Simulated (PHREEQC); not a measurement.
Solution (48 °C and 500 atm): 0.074 mol/kgw CuSO4, 0.00093 mol/kgw HCl and 0.0055 mol/kgw Na2SO4. Closed to the air; pH follows from the charge balance.

Computed with PHREEQC (ion-association model, phreeqc.dat).

```yaml
pH: 3.54
ionic_strength: 0.188 mol/kgw
specific_conductance: 12900 µS/cm
density: 1.022 g/cm³
total_alkalinity: -0.930 meq/kg
```

```
species  molality  activity   log γ
-------  --------  --------  ------
SO4-2      0.0475    0.0140  -0.531
Cu+2       0.0434    0.0143  -0.483
CuSO4      0.0305    0.0319   0.019
Na+        0.0101   0.00757  -0.126
NaSO4-   0.000877  0.000655  -0.127
Cl-      0.000839  0.000601  -0.145
HSO4-    0.000575  0.000429  -0.128
H+       0.000360  0.000287  -0.098
CuCl+     9.11e-5   6.55e-5  -0.143
```

No solid was allowed to form. Complexes and solids missing from the database can't appear. Under pressure, the constants of complexes without a molar volume in the database are unreliable. At this temperature some constants are extrapolated from 25 °C, and those without enthalpy data are left unchanged.
